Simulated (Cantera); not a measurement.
A closed system holds: 1 mol Fe(CO)5, 0.066 mol H2, 36 mol N2, at 1.00 bar.

Cantera equilibrium calculation (NASA polynomials, part measured and part estimated; ideal gas, pure solids and liquids). Candidate condensed phases: C, C6H6, C7H8, C8H18, Fe, Fe(CO)5, FeO, Fe(OH)2, Fe(OH)3, Fe2O3, Fe3O4, H2O; 140 gas species. Condensed phases not in the tables: cementite and carbon dissolved in iron. Rates play no part. All values below are at 1100 K.

Base state: N2 0.878, CO 0.119, H2 0.00159, CO2 0.00126, H2O 1.70e-5 (mole fractions); condensed: C(graphite) + Fe(α).

Question: What changes in the equilibrium state with this change: N2 from 36 to 6.7 mol?

Answer: 
| species | before | after |
|---|---|---|
| N2 | 0.878 | 0.578 |
| CO | 0.119 | 0.402 |
| CO2 | 0.00126 | 0.0143 |
| H2O | 1.70e-5 | 0.000198 |
| H2 | 0.00159 | 0.00549 |
| C(graphite), mol | 0.0522 | 0.168 |
| Fe(α), mol | 1.00 | 1.00 |

Question: What changes in the equilibrium state with this change: Fe(CO)5 replaced by PbO?

Answer: 
```tsv
species	before	after
N2	0.878	0.998
H2O	1.70e-5	0.00183
Pb	0	0.000121
CO	0.119	0
CO2	0.00126	0
H2	0.00159	3.77e-7
C(graphite), mol	0.0522	0
Fe(α), mol	1.00	0
Pb(l), mol	0	0.0616
PbO(yellow), mol	0	0.934
```
Mutual solubility and eutectic melting of coexisting phases are not modelled. Further candidate phases: Pb, PbO, PbO2, Pb3O4.
